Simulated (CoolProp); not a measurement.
The numbers come from the reference Helmholtz-energy equation of state, Gao 2020 in CoolProp.

Task: For ammonia, give the phase and the Z, cp (kJ/(kg K)), speed of sound (m/s), isothermal compressibility (1/MPa) at 167.45 °C and 556 bar; 167.45 °C and 889 bar; 167.45 °C and 1000 bar.

Result: 
- 167.45 °C and 556 bar: supercritical; Z 0.563, cp 4.93, speed of sound 963, isothermal compressibility 0.00440
- 167.45 °C and 889 bar: supercritical; Z 0.812, cp 4.43, speed of sound 1200, isothermal compressibility 0.00228
- 167.45 °C and 1000 bar: supercritical; Z 0.892, cp 4.35, speed of sound 1270, isothermal compressibility 0.00197
